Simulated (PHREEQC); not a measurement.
A column of 0.2 m (30 cells, dispersivity 0.016 m, 720 s a shift, diffusion coefficient 3e-10 m²/s) holds 0.023 eq of the database's cation exchanger X per kg of pore water, first in equilibrium with 0.031 mol MgCl2, 0.0026 mol CaCl2 and 1e-05 mol HCl per kg of water. It is flushed with 0.0043 mol/kgw ZnSO4, 0.0006 mol/kgw CuCl2, 0.0087 mol/kgw MnCl2 and 1e-05 mol/kgw HCl, at 15 °C. Values are for the last cell. The system is closed to CO2. No solid was allowed to form.

Computed with PHREEQC (ion-association model, phreeqc.dat).

Problem. Predict Mn in solution (mol/kgw), S in solution (mol/kgw), Zn in solution (mol/kgw) at pore volumes = 0.2833, 1.35.

Solution. 
| pore volumes | Mn in solution (mol/kgw) | S in solution (mol/kgw) | Zn in solution (mol/kgw) |
|---|---|---|---|
| 0.2833 | 2.03e-7 | 1.84e-6 | 6.09e-9 |
| 1.35 | 0.00328 | 0.00359 | 0.000724 |

Complexes and solids missing from the database can't appear.
